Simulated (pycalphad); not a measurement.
Source of the numbers: pycalphad with the COST 507 light-alloy database (1999); pressure 1 atm. These are 1990s assessments: newer ones move some temperatures and phases. Phase fractions are per mole of atoms.

### Question
Give the equilibrium state of Al-1.414Si-4.284C (wt.%) at 1327 °C.

### Answer
```
T = 1600.00 K, P = 101325 Pa, N = 1 mol of atoms
G = -90174 J/mol, H = 39685 J/mol, S = 81.16 J/(mol K)  (SER reference)
chemical potentials (J/mol): Al -91901, Si -127341, C -68002
phase             fraction      x(Al)      x(Si)       x(C)
LIQUID              0.7875     0.9834     0.0162   0.000417
AL4C3               0.2125     0.5707     0.0007     0.4286
```

### Question
Give the equilibrium state of Al-1.414Si-4.284C (wt.%) at 402 °C.

### Answer
fcc, fraction 0.791, with <0.01 Si, <0.01 C wt.%; AL8SIC7, fraction 0.206, with 8.6 Si, 25.6 C wt.%; AL4C3, fraction 0.003, with <0.01 Si, 25.0 C wt.%.

Database names, with the compositions (at.%) that they take in these runs: AL4C3: Al 57 C 43; AL8SIC7: Al 50 C 44 Si 6.
